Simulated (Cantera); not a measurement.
A Cantera script and what it prints.

```python
import numpy as np
import cantera as ct

gas_names = """
    C CO CO2 C2 C2O C3 C3O2 C4 C5 Ca CaO Ca2 O O2 O3
""".split()
cond_names = """
    C(gr) Ca(a) Ca(b) Ca(L) CaCO3(caL) CaO(s) CaO(L)
""".split()


# ... load() reads the species with a 1 bar reference pressure and builds the phases ...
atoms = {
    'CaCO3': {'Ca': 1, 'C': 1, 'O': 3},
    'O2': {'O': 2},
}
top_T = {'C(gr)': 4500}  # K; cautious upper limits of use, not melting points


# ... equilibrate(T, P, feed) seeds the gas with the atoms and calls Mixture.equilibrate('TP', solver="vcs", rtol=1e-11, max_steps=5000) ...
results = []
feed = {'CaCO3': 1, 'O2': 1.9}  # mol
T = 1425  # K
P = 1100  # Pa
mix = equilibrate(T, P, feed)
results.append((T, P, feed, dict(zip(mix.species_names, mix.species_moles))))
print(gas.report(threshold=1e-05))
for i in range(1, mix.n_phases):
    print(f"{mix.phase(i).name:16s} {mix.phase_moles(i):12.5e} mol")
```

It prints:

```
       temperature   1425 K
          pressure   1100 Pa
           density   0.0033552 kg/m^3
  mean mol. weight   36.139 kg/kmol
   phase of matter   gas

                          1 kg             1 kmol
                     ---------------   ---------------
          enthalpy       -2.5222e+06        -9.115e+07  J
   internal energy         -2.85e+06         -1.03e+08  J
           entropy              8589         3.104e+05  J/K
    Gibbs function       -1.4761e+07       -5.3347e+08  J
 heat capacity c_p            1208.9             43689  J/K
 heat capacity c_v            978.84             35375  J/K

                      mass frac. Y      mole frac. X     chem. pot. / RT
                     ---------------   ---------------   ---------------
               CO2            0.4199           0.34482            -68.73
                 O        4.7411e-06         1.071e-05           -16.275
                O2           0.58009           0.65516           -32.551
     [  +12 minor]        4.7151e-06        6.0835e-06

C(gr)             0.00000e+00 mol
Ca(L)             0.00000e+00 mol
CaO(s)            1.00000e+00 mol
```

These are equilibrium values from Cantera (NASA tables, ideal gas, pure condensed phases), not measurements of a reactor.
